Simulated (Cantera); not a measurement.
An adiabatic, constant-volume homogeneous reactor starts with 38.6 % H2, 12.9 % O2, 48.2 % N2, 0.309 % H2O, equivalence ratio 1.5, at 1025 K and 0.296 atm.

Detailed kinetics in Cantera: the H2/O2 subset of GRI-Mech 3.0, which has no nitrogen chemistry.

One state of this run: T (K) = 2801; P (bar) = 0.739; x H2 = 0.142; x O2 = 0.00225; x O = 0.00303; x H = 0.0363; x HO2 = 1.44e-6; x H2O = 0.262; x OH = 0.0188. x: mole fraction; the columns are a selection and need not sum to one.

### Question
Which value of t (s) does it belong to?
A. 2.00e-6
B. 2.00e-5
C. 0.00632
D. 6.32e-6

### Answer
C, 0.00632
